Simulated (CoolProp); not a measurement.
Vapour-liquid equilibrium of propane (1) + R236EA (2) at 2.66 bar; x and y are mole fractions of (1).

Model: multi-fluid Helmholtz-energy mixture model, Lemmon 2009 and Rui 2013; pair parameters Bell 2016, in CoolProp.

| x | bubble temperature (°C) | y at the bubble point | dew temperature at overall composition x (°C) | liquid density (mol/L) |
|---|---|---|---|---|
| 0.05 | 17.1 | 0.424 | 31.0 | 9.597 |
| 0.2 | -6.9 | 0.802 | 26.0 | 10.28 |
| 0.35 | -13.2 | 0.862 | 20.3 | 10.64 |
| 0.5 | -14.7 | 0.875 | 13.5 | 10.95 |
| 0.65 | -15.3 | 0.884 | 5.0 | 11.29 |
| 0.8 | -16.3 | 0.903 | -6.7 | 11.73 |
| 0.95 | -17.4 | 0.961 | -17.3 | 12.30 |

No azeotrope shows between x = 0.05 and 0.95.

Pair parameters are fitted to limited data, so mixtures are less certain than the pure fluids. With so large a gap from Raoult's law the liquid may split in two, which this calculation doesn't test in full.
